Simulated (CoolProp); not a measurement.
R245ca along the isotherm 379.9 K: Z from the reference equation and from simpler models built on Tc = 447.6 K, pc = 3.941 MPa, ω = 0.355; each cubic takes its own stable root.

Values from CoolProp's reference Helmholtz-energy equation of state, Zhou 2016.

| p (MPa) | phase | reference | van der Waals | Redlich-Kwong | Soave-Redlich-Kwong | Peng-Robinson |
|---|---|---|---|---|---|---|
| 0.0187 | gas | 0.9970 | 0.9979 | 0.9974 | 0.9972 | 0.9970 |
| 0.0282 | gas | 0.9955 | 0.9969 | 0.9961 | 0.9958 | 0.9954 |
| 0.0425 | gas | 0.9932 | 0.9953 | 0.9941 | 0.9936 | 0.9931 |
| 0.0642 | gas | 0.9898 | 0.9928 | 0.9911 | 0.9903 | 0.9896 |
| 0.0968 | gas | 0.9845 | 0.9891 | 0.9866 | 0.9853 | 0.9842 |
| 0.146 | gas | 0.9765 | 0.9835 | 0.9796 | 0.9778 | 0.9761 |
| 0.22 | gas | 0.9642 | 0.9750 | 0.9690 | 0.9662 | 0.9637 |
| 0.332 | gas | 0.9450 | 0.9618 | 0.9527 | 0.9482 | 0.9445 |
| 0.501 | gas | 0.9148 | 0.9412 | 0.9271 | 0.9200 | 0.9144 |
| 0.757 | gas | 0.8651 | 0.9083 | 0.8860 | 0.8742 | 0.8658 |
| 1.14 | liquid | 0.04215 | 0.8542 | 0.8175 | 0.04744 | 0.04179 |
| 1.72 | liquid | 0.06332 | 0.7543 | 0.07634 | 0.07099 | 0.06258 |
| 2.6 | liquid | 0.09512 | 0.1575 | 0.1133 | 0.1061 | 0.09362 |
| 3.92 | liquid | 0.1422 | 0.2293 | 0.1669 | 0.1575 | 0.1392 |
| 5.91 | liquid | 0.2120 | 0.3329 | 0.2446 | 0.2327 | 0.2060 |

At some of these states van der Waals, Redlich-Kwong gives the other phase, because its saturation line lies elsewhere.
